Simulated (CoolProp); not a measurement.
A Linde-Hampson liquefier for oxygen: isothermal reversible compression at 300 K from 1 atm to 5 MPa, throttling to 1 atm, return gas leaving the recuperator 5 K below the feed. Each further row changes one setting.

Computed with CoolProp (reference Helmholtz-energy equation of state, Schmidt 1985).

```tsv
case	liquid yield per pass	compression work (kJ/kg of gas)
as stated	0.018	302
high pressure 10 MPa	___	___
warm-end temperature 330 K	___	___
warm-end gap 10 K	___	302
```

**Question.** What belongs in the gaps?

**Answer.** 
- high pressure 10 MPa, liquid yield per pass: 0.047
- high pressure 10 MPa, compression work (kJ/kg of gas): 354
- warm-end temperature 330 K, liquid yield per pass: 0.012
- warm-end temperature 330 K, compression work (kJ/kg of gas): 333
- warm-end gap 10 K, liquid yield per pass: 0.007

Above 300 K oxygen's equation is extrapolated.
